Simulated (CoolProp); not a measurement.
1,2-dichloroethane along the isotherm 500 K: density (kg/m³) from the reference equation and from simpler models built on Tc = 561.6 K, pc = 5.226 MPa, ω = 0.269; each cubic takes its own stable root.

Model: reference Helmholtz-energy equation of state, Thol 2015, in CoolProp.

| p (MPa) | phase | reference |
|---|---|---|
| 0.0826 | gas | 1.982 |
| 0.188 | gas | 4.560 |
| 0.428 | gas | 10.65 |
| 0.974 | gas | 25.84 |
| 5.05 | liquid | 890.0 |
| 11.5 | liquid | 927.2 |
| 26.1 | liquid | 981.4 |

Problem. How far does each simpler model (Redlich-Kwong, Peng-Robinson) lie from the reference over these 7 states: mean and median of the absolute difference, and the worst?

Solution. 
- Redlich-Kwong: mean 6.9 %, median 0.9 %, worst -19.4 % at 500 K and 5.05 MPa
- Peng-Robinson: mean 1.2 %, median 0.3 %, worst -4.7 % at 500 K and 5.05 MPa
